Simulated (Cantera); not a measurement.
A closed system holds: 1 mol C2H4, 3.6 mol H2, held at 1500 Pa.

Cantera equilibrium calculation (NASA polynomials, part measured and part estimated; ideal gas, pure solids and liquids). Candidate condensed phases: C, C6H6, C7H8, C8H18; 76 gas species. The numbers say what is thermodynamically allowed, not how fast it happens.

x: gas mole fraction; n: condensed amount in mol.

```csv
T (K),x H2,x CH4,x H,x C2H2 (acetylene),n C(graphite)
725,0.933,0.0670,<1e-12,<1e-12,1.65
825,0.987,0.0132,(withheld),3.57e-12,1.93
925,0.997,0.00338,(withheld),1.27e-10,1.98
1025,0.999,0.00110,(withheld),2.20e-9,1.99
1125,1.000,0.000432,(withheld),2.30e-8,2.00
1225,1.000,0.000197,(withheld),1.62e-7,2.00
1325,1.000,0.000101,(withheld),8.51e-7,2.00
1425,1.000,5.65e-5,(withheld),3.52e-6,2.00
1525,1.000,3.42e-5,(withheld),1.21e-5,2.00
1625,0.999,2.20e-5,(withheld),3.55e-5,2.00
1725,0.998,1.49e-5,(withheld),9.20e-5,2.00
1825,0.996,1.06e-5,(withheld),0.000214,2.00
1925,0.992,7.71e-6,(withheld),0.000454,1.99
```

### Question
Some entries are withheld; supply them.

### Answer

- 825, x H: 6.43e-11
- 925, x H: 2.12e-9
- 1025, x H: 3.56e-8
- 1125, x H: 3.63e-7
- 1225, x H: 2.54e-6
- 1325, x H: 1.34e-5
- 1425, x H: 5.57e-5
- 1525, x H: 0.000193
- 1625, x H: 0.000576
- 1725, x H: 0.00152
- 1825, x H: 0.00359
- 1925, x H: 0.00777
